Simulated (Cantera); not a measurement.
A Cantera script and its output.

```python
import numpy as np
import cantera as ct

gas = ct.Solution("SiF4_NH3_mec.yaml", "gas")
gas.TPX = 1775, 170000, {'NH3': 1, 'H2': 1.7}
inlet = ct.Reservoir(gas, clone=True)

reactor = ct.IdealGasConstPressureReactor(gas, energy="off", clone=False)
exhaust = ct.Reservoir(gas, clone=True)
tau = [18, 6.6, 2.4, 0.89, 0.33, 0.12, 0.044, 0.016, 0.006, 0.0022][0]
for a, b in ((inlet, reactor), (reactor, exhaust)):
    ct.MassFlowController(a, b, mdot=lambda t: reactor.mass / tau)
net = ct.ReactorNet([reactor])
show = ['NH3', 'H2', 'NH', 'N2H4', 'N2', 'N2H2', 'NH2']

rows = []
print(f"{'tau/s':>10s}{'T/K':>9s}" + "".join(f"{s:>11s}" for s in show))
for tau in [18, 6.6, 2.4, 0.89, 0.33, 0.12, 0.044, 0.016, 0.006, 0.0022]:
    net.initial_time = 0.0
    net.advance(30 * tau)
    before = gas.X
    net.advance(40 * tau)
    drift = np.max(np.abs(gas.X - before) / (gas.X + 1e-9))
    rows.append([gas.T, *gas[show].X, drift])
    print(f"{tau:10.3e}{gas.T:9.1f}" + "".join(f"{x:11.3e}" for x in gas[show].X))
```

Result:

```
     tau/s      T/K        NH3         H2         NH       N2H4         N2       N2H2        NH2
 1.800e+01   1775.0  3.805e-02  8.405e-01  2.567e-07  3.203e-09  1.212e-01  7.430e-09  2.267e-05
 6.600e+00   1775.0  6.363e-02  8.243e-01  3.951e-07  8.259e-09  1.119e-01  1.905e-08  3.641e-05
 2.400e+00   1775.0  1.055e-01  7.977e-01  5.830e-07  2.027e-08  9.661e-02  4.654e-08  5.702e-05
 8.900e-01   1775.0  1.659e-01  7.593e-01  7.980e-07  4.380e-08  7.457e-02  1.008e-07  8.383e-05
 3.300e-01   1775.0  2.381e-01  7.135e-01  9.995e-07  7.914e-08  4.821e-02  1.840e-07  1.127e-04
 1.200e-01   1775.0  3.020e-01  6.729e-01  1.143e-06  1.153e-07  2.488e-02  2.720e-07  1.360e-04
 4.400e-02   1775.0  3.406e-01  6.484e-01  1.214e-06  1.386e-07  1.080e-02  3.303e-07  1.491e-04
 1.600e-02   1775.0  3.587e-01  6.368e-01  1.235e-06  1.486e-07  4.175e-03  3.555e-07  1.544e-04
 6.000e-03   1775.0  3.659e-01  6.323e-01  1.214e-06  1.490e-07  1.556e-03  3.557e-07  1.546e-04
 2.200e-03   1775.0  3.687e-01  6.305e-01  1.130e-06  1.397e-07  5.241e-04  3.292e-07  1.497e-04
```

Model: the gas-phase N/H chemistry of the illustrative SiF4/NH3 mechanism in the Surface Chemkin manual (1991), integrated in Cantera. Walls and surfaces, which speed up NH3 decomposition in real reactors, are not modelled.
